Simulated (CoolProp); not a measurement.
Values from CoolProp's reference Helmholtz-energy equation of state, Thol 2017.

Question: For octamethyltrisiloxane (MDM), give the phase and the cp (kJ/(kg K)), cv (kJ/(kg K)), expansivity (1/kK) at 246.4 K and 18.9 bar; 350.1 K and 18.9 bar; 376.1 K and 18.9 bar.

Answer: 
- 246.4 K and 18.9 bar: liquid; cp 1.68, cv 1.38, expansivity 1.11
- 350.1 K and 18.9 bar: liquid; cp 1.91, cv 1.60, expansivity 1.35
- 376.1 K and 18.9 bar: liquid; cp 1.97, cv 1.66, expansivity 1.45
